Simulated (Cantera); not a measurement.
An adiabatic, constant-volume homogeneous reactor starts with CO : H2 : CH4 : O2 : N2 = 1 : 0.2 : 0.11 : 1.67 : 7.53 (molar parts), at 1125 K and 500000 Pa. Integrator tolerance rtol = 1e-08.

Detailed kinetics in Cantera: GRI-Mech 3.0 (53 species, 325 reactions).

Problem. What does this change do: pressure from 500000 Pa to 1000000 Pa?

Solution. 
```json
[
 {"quantity": "time of steepest temperature rise", "before": "0.379 ms", "after": "0.478 ms"},
 {"quantity": "temperature at 4.00 s", "before": "2413 K", "after": "2423 K"},
 {"quantity": "equilibrium temperature", "before": "2413 K", "after": "2423 K"},
 {"quantity": "x(CO) at 4.00 s", "before": "0.00278 (gas-phase equilibrium 0.00278)", "after": "0.00209 (gas-phase equilibrium 0.00209)"},
 {"quantity": "x(H2) at 4.00 s", "before": "0.000174 (gas-phase equilibrium 0.000174)", "after": "0.000130 (gas-phase equilibrium 0.000130)"},
 {"quantity": "x(CH4) at 4.00 s", "before": "<1e-12 (gas-phase equilibrium <1e-12)", "after": "<1e-12 (gas-phase equilibrium <1e-12)"},
 {"quantity": "x(C2H4) at 4.00 s", "before": "<1e-12 (gas-phase equilibrium <1e-12)", "after": "<1e-12 (gas-phase equilibrium <1e-12)"},
 {"quantity": "x(NO) at 4.00 s", "before": "0.0119 (gas-phase equilibrium 0.0119)", "after": "0.0121 (gas-phase equilibrium 0.0121)"},
 {"quantity": "x(CH2O) at 4.00 s", "before": "1.97e-12 (gas-phase equilibrium 1.97e-12)", "after": "2.22e-12 (gas-phase equilibrium 2.22e-12)"}
]
```

Problem. What does this change do: CO 1 to 0.76 parts?

Solution. 
```csv
quantity,before,after
time of steepest temperature rise,0.379 ms,0.419 ms
temperature at 4.00 s,2413 K,2267 K
equilibrium temperature,2413 K,2267 K
x(CO) at 4.00 s,0.00278 (gas-phase equilibrium 0.00278),0.000874 (gas-phase equilibrium 0.000874)
x(H2) at 4.00 s,0.000174 (gas-phase equilibrium 0.000174),7.57e-5 (gas-phase equilibrium 7.57e-5)
x(CH4) at 4.00 s,<1e-12 (gas-phase equilibrium <1e-12),<1e-12 (gas-phase equilibrium <1e-12)
x(C2H4) at 4.00 s,<1e-12 (gas-phase equilibrium <1e-12),<1e-12 (gas-phase equilibrium <1e-12)
x(NO) at 4.00 s,0.0119 (gas-phase equilibrium 0.0119),0.00966 (gas-phase equilibrium 0.00966)
x(CH2O) at 4.00 s,1.97e-12 (gas-phase equilibrium 1.97e-12),<1e-12 (gas-phase equilibrium <1e-12)
```

Problem. What does this change do: H2 0.2 to 0.47 parts?

Solution. 
```
quantity                                                              before                                      after
---------------------------------  -----------------------------------------  -----------------------------------------
time of steepest temperature rise                                   0.379 ms                                   0.210 ms
temperature at 4.00 s                                                 2413 K                                     2538 K
equilibrium temperature                                               2413 K                                     2538 K
x(CO) at 4.00 s                      0.00278 (gas-phase equilibrium 0.00278)    0.00567 (gas-phase equilibrium 0.00567)
x(H2) at 4.00 s                    0.000174 (gas-phase equilibrium 0.000174)  0.000561 (gas-phase equilibrium 0.000561)
x(CH4) at 4.00 s                       <1e-12 (gas-phase equilibrium <1e-12)      <1e-12 (gas-phase equilibrium <1e-12)
x(C2H4) at 4.00 s                      <1e-12 (gas-phase equilibrium <1e-12)      <1e-12 (gas-phase equilibrium <1e-12)
x(NO) at 4.00 s                        0.0119 (gas-phase equilibrium 0.0119)      0.0133 (gas-phase equilibrium 0.0133)
x(CH2O) at 4.00 s                  1.97e-12 (gas-phase equilibrium 1.97e-12)  1.35e-11 (gas-phase equilibrium 1.35e-11)
```
